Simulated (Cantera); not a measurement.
A closed system holds: 1 mol C₂H₆, 0.55 mol H₂O, 15 mol N₂, equilibrated at 21.0 bar.

Equilibrium computed with Cantera from the NASA thermochemical tables; the gas is ideal and each condensed phase is pure. Candidate condensed phases: C, C₆H₆, C₇H₈, C₈H₁₈, H₂O; 136 gas species. The numbers say what is thermodynamically allowed, not how fast it happens.

At 702 °C, list the 4 most abundant gas species with their mole fractions, and the condensed phases.

N₂ 0.825, H₂ 0.113, CH₄ 0.0335, H₂O 0.0151. Condensed: C(graphite).
